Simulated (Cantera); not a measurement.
Input: 1 mol SiH4, 0.061 mol C2H4, 1 mol H2, 0.16 mol HCl, equilibrated at 1.00 bar.

Equilibrium computed with Cantera from the NASA thermochemical tables; the gas is ideal and each condensed phase is pure. Candidate condensed phases: C, C6H6, C7H8, C8H18, Si, SiC; 109 gas species. Mutual solubility and eutectic melting of coexisting phases are not modelled. The tables' values for SiCl3 are old estimates; treat these amounts as uncertain. Rates play no part.

log p: log10 of the partial pressure in bar; n: condensed amount in mol.

```json
[
 {"T (K)": "1075", "log p H2": "-0.01", "log p HCl": "-2.00", "log p SiHCl3": "-2.24", "log p SiCl4": "-2.32", "log p SiCl2": "-3.69", "n Si(s)": "0.840", "n SiC(s)": "0.122"},
 {"T (K)": "1125", "log p H2": "-0.01", "log p HCl": "?", "log p SiHCl3": "-2.29", "log p SiCl4": "?", "log p SiCl2": "?", "n Si(s)": "0.843", "n SiC(s)": "0.122"},
 {"T (K)": "1175", "log p H2": "-0.01", "log p HCl": "-1.74", "log p SiHCl3": "-2.36", "log p SiCl4": "-2.47", "log p SiCl2": "-3.12", "n Si(s)": "0.846", "n SiC(s)": "0.122"},
 {"T (K)": "1225", "log p H2": "-0.01", "log p HCl": "?", "log p SiHCl3": "?", "log p SiCl4": "?", "log p SiCl2": "?", "n Si(s)": "0.850", "n SiC(s)": "0.122"},
 {"T (K)": "1275", "log p H2": "-0.02", "log p HCl": "-1.57", "log p SiHCl3": "-2.58", "log p SiCl4": "-2.75", "log p SiCl2": "-2.71", "n Si(s)": "0.853", "n SiC(s)": "0.122"},
 {"T (K)": "1325", "log p H2": "-0.02", "log p HCl": "-1.51", "log p SiHCl3": "-2.74", "log p SiCl4": "-2.95", "log p SiCl2": "-2.58", "n Si(s)": "0.856", "n SiC(s)": "0.122"},
 {"T (K)": "1375", "log p H2": "-0.02", "log p HCl": "-1.48", "log p SiHCl3": "-2.93", "log p SiCl4": "-3.19", "log p SiCl2": "-2.48", "n Si(s)": "0.858", "n SiC(s)": "0.122"}
]
```

**Question.** Some entries are withheld; supply them.

**Answer.** 
- 1225, log p HCl: -1.65
- 1225, log p SiHCl3: -2.46
- 1225, log p SiCl4: -2.59
- 1225, log p SiCl2: -2.89
- 1125, log p HCl: -1.86
- 1125, log p SiCl4: -2.38
- 1125, log p SiCl2: -3.38
